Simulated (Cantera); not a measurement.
Charge: 1 mol NF3, 0.15 mol H2O, 0.2 mol O2, equilibrated at 2598 K and 1.00 bar.

Method: chemical equilibrium by Gibbs-energy minimisation in Cantera with the NASA 1993 tables (ideal gas, pure condensed phases). Candidate condensed phases: H2O; 40 gas species. Rates play no part.

Base state: F 0.713, N2 0.129, HF 0.0793, O2 0.0665, NO 0.00618, O 0.00595, F2 0.000227, FO 0.000128 (mole fractions); condensed: gas only.

Question: What changes in the equilibrium state with this change: H2O from 0.15 to 0.58 mol?

Answer: 
| species | before | after |
|---|---|---|
| F | 0.713 | 0.459 |
| HF | 0.0793 | 0.290 |
| N2 | 0.129 | 0.121 |
| O2 | 0.0665 | 0.114 |
| OH | 2.73e-6 | 2.03e-5 |
| F2 | 0.000227 | 9.41e-5 |
| O | 0.00595 | 0.00780 |
| NO | 0.00618 | 0.00785 |

Question: What changes in the equilibrium state with this change: 0.0035 mol Cl2 added?

Answer: 
| species | before | after |
|---|---|---|
| F | 0.713 | 0.711 |
| N2 | 0.129 | 0.129 |
| HF | 0.0793 | 0.0791 |
| Cl | 0 | 0.00173 |
| O2 | 0.0665 | 0.0664 |
| ClF | 0 | 0.000108 |
| F2 | 0.000227 | 0.000226 |
Further candidate phases: NH4Cl.

Question: What changes in the equilibrium state with this change: H2O from 0.15 to 8.3 mol?

Answer: 
| species | before | after |
|---|---|---|
| H2O | 3.51e-9 | 0.550 |
| HF | 0.0793 | 0.260 |
| O2 | 0.0665 | 0.0787 |
| F | 0.713 | 0.000195 |
| H2 | <1e-9 | 0.0184 |
| OH | 2.73e-6 | 0.0356 |
| N2 | 0.129 | 0.0414 |
| F2 | 0.000227 | <1e-9 |
| HO2 | 1.45e-9 | 2.06e-5 |
| H | 4.31e-7 | 0.00517 |
| FO | 0.000128 | 3.79e-8 |
| NO | 0.00618 | 0.00381 |
